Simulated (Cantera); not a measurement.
Input (Python, Cantera) and output of one run.

```python
import numpy as np
import cantera as ct

gas_names = """
    H HO2 H2 H2O H2O2 H2S H2SO4 O OH O2 O3 S SH SO SO2 SO3 S2 S2O S8
""".split()
cond_names = """
    H2O(s) H2O(L) H2SO4(L) S(cr1) S(cr2) S(L)
""".split()


# ... load() reads the species with a 1 bar reference pressure and builds the phases ...
atoms = {
    'SO2': {'S': 1, 'O': 2},
    'H2': {'H': 2},
    'O2': {'O': 2},
    'H2O': {'H': 2, 'O': 1},
}
top_T = {}  # K; cautious upper limits of use, not melting points


# ... equilibrate(T, P, feed) seeds the gas with the atoms and calls Mixture.equilibrate('TP', solver="vcs", rtol=1e-11, max_steps=5000) ...
results = []
feed = {'SO2': 1, 'H2': 15, 'O2': 1.2, 'H2O': 0.04}  # mol
P = 1000  # Pa
for T in [600, 750, 900, 1050, 1200, 1350, 1500, 1650, 1800, 1950, 2100, 2250]:
    mix = equilibrate(T, P, feed)
    results.append((T, P, feed, dict(zip(mix.species_names, mix.species_moles))))

top = {s: max(r[3][s] / sum(r[3][g] for g in gas_names) for r in results) for s in gas_names}
cols = sorted((s for s in top if top[s] > 1e-05), key=lambda s: -top[s])[:7]
seen = [c for c in cond_names if any(r[3].get(c, 0) > 1e-12 for r in results)]
print("log10 of partial pressures in bar; condensed amounts in mol")
print(f"{'T/K':>10s}" + "".join(f"{s[:9]:>10s}" for s in cols + seen))
for T, P, feed, n in results:
    ng = sum(n[g] for g in gas_names)
    print(f"{T:10.4g}" + "".join(f"{np.log10(max(n[s] / ng * P / 1e5, 1e-99)):10.3f}" for s in cols)
          + "".join(f"{n.get(c, 0):10.4g}" for c in seen))
```

Result:

```
log10 of partial pressures in bar; condensed amounts in mol
       T/K        H2       H2O       H2S         H        S2        SO         S
       600    -2.195    -2.530    -3.177   -17.433   -12.414   -19.751   -21.860
       750    -2.195    -2.530    -3.177   -13.597    -9.342   -14.975   -16.584
       900    -2.195    -2.530    -3.177   -11.030    -7.272   -11.767   -13.049
      1050    -2.195    -2.530    -3.180    -9.188    -5.788    -9.463   -10.517
      1200    -2.193    -2.531    -3.205    -7.801    -4.720    -7.754    -8.638
      1350    -2.187    -2.534    -3.315    -6.716    -4.078    -6.524    -7.269
      1500    -2.179    -2.540    -3.515    -5.844    -3.792    -5.657    -6.287
      1650    -2.173    -2.547    -3.745    -5.128    -3.691    -5.015    -5.548
      1800    -2.169    -2.559    -3.978    -4.531    -3.686    -4.523    -4.972
      1950    -2.168    -2.578    -4.215    -4.024    -3.759    -4.153    -4.523
      2100    -2.171    -2.605    -4.473    -3.592    -3.922    -3.890    -4.187
      2250    -2.186    -2.637    -4.774    -3.222    -4.194    -3.725    -3.962
```

Method: chemical equilibrium by Gibbs-energy minimisation in Cantera with the NASA 1993 tables (ideal gas, pure condensed phases). Gases not in the tables: S3 to S7.
